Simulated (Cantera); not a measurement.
## Transport properties of process gases

Gas mixture: O2 = 0.62 (molar parts), at 0.128 Torr, frozen composition.

Cantera's kinetic-theory transport with the Lennard-Jones parameters of GRI-Mech 3.0, ideal gas; thermal conductivity in the multicomponent form.

```
T (K)  ρ (kg/m³)  cp (J/kg/K)  μ (µPa s)  λ (mW/m/K)     Pr  D (cm²/s) H2O  D (cm²/s) NH3  D (cm²/s) H2
-----  ---------  -----------  ---------  ----------  -----  -------------  -------------  ------------
400     0.000164        941.4       25.6        33.9  0.712           2380           2300          7850
600     0.000109         1003       34.1        48.1  0.710           5080           4840         15500
800      8.18e-5         1055       41.4        61.5  0.710           8530           8070         25000
1000     6.54e-5         1090       47.9        73.7  0.709          12600          11900         36200
1200     5.45e-5         1114       54.0        84.9  0.708          17300          16300         49000
1400     4.67e-5         1134       59.7        95.6  0.708          22500          21100         63300
```
D: mixture-averaged diffusion coefficient of that species in the mixture.
